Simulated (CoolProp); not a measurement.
A simple Rankine cycle with propane: condensing at 306.15 K, boiler at 3.04 MPa, turbine inlet 353.5 K, turbine efficiency 0.65, pump efficiency 0.7, no recuperator. Each further row changes one setting.

Model: reference Helmholtz-energy equation of state, Lemmon 2009, in CoolProp.

```csv
case,thermal efficiency (%),net work (kJ/kg),heat in (kJ/kg),turbine exit temperature (K),volume ratio over the turbine
as stated,6.1,21.0,345,307.4,3.09
turbine inlet 373.5 K,6.5,26.5,408,335.0,2.86
condensing temperature 298.15 K,7.2,26.2,366,300.3,3.81
boiler pressure 2.13 MPa,4.5,17.4,389,330.5,1.92
turbine efficiency 0.55,4.9,16.9,345,309.3,3.13
```
